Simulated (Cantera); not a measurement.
Source: NASA polynomial tables (part measured, part estimated), evaluated in Cantera. Values are per mole of reaction as written; species without (g) are pure solids or liquids, kept so even where they would boil at 1 bar. VN: taken at fixed stoichiometry.

H2(g) + 2 H2O2(g) + 2 VN = 2 NH3(g) + 2 VO2(g), with ΔH° = 149.7 kJ and ΔS° = 241.6 J/K at 300 K.

Question: How far is the shortcut ΔG° ≈ ΔH°(300 K) − T·ΔS°(300 K) from the full temperature-dependent value at 1423, 1523, 1623, 1723, 1823, 1923, 2023 K?

Answer: 
| T (K) | shortcut (kJ) | full (kJ) | difference (kJ) | difference in log10 K |
|---|---|---|---|---|
| 1423 | -194.1 | -154.2 | -39.9 | 1.46 |
| 1523 | -218.2 | -172.4 | -45.9 | 1.57 |
| 1623 | -242.4 | -190.3 | -52.2 | 1.68 |
| 1723 | -266.6 | -207.9 | -58.7 | 1.78 |
| 1823 | -290.7 | -225.2 | -65.5 | 1.88 |
| 1923 | -314.9 | -242.3 | -72.6 | 1.97 |
| 2023 | -339.0 | -259.1 | -79.9 | 2.06 |
The shortcut ignores the heat-capacity change of the reaction.
